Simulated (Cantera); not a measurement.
Charge: 1 mol B, a varied amount of O2, 57 mol N2, at 1850 K and 0.133 bar.

Method: chemical equilibrium by Gibbs-energy minimisation in Cantera with the NASA 1993 tables (ideal gas, pure condensed phases). Candidate condensed phases: B, BN, B2O3; 17 gas species. Equilibrium is a limit: real reactors are often held back by kinetics, nucleation or transport.

Which condensed phases are stable at each of these points (n(O2) (mol)): 0.12, 0.15, 0.19, 0.24, 0.3, 0.38, 0.47, 0.59, 0.75, 0.94, 1.2, 1.5, 1.9?


| n(O2) (mol) | condensed phases | B condensed (%) |
|---|---|---|
| 0.12 | BN(s) | 81.7 |
| 0.15 | BN(s) | 77.3 |
| 0.19 | BN(s) | 71.6 |
| 0.24 | BN(s) | 64.4 |
| 0.3 | BN(s) | 55.8 |
| 0.38 | BN(s) | 44.4 |
| 0.47 | BN(s) | 31.7 |
| 0.59 | BN(s) | 14.7 |
| 0.75 | gas only | 0.0 |
| 0.94 | gas only | 0.0 |
| 1.2 | gas only | 0.0 |
| 1.5 | gas only | 0.0 |
| 1.9 | gas only | 0.0 |

From 0.12 mol O2 to 0.59 mol O2 the condensed part is BN(s). From 0.75 mol O2 to 1.9 mol O2 nothing is condensed.
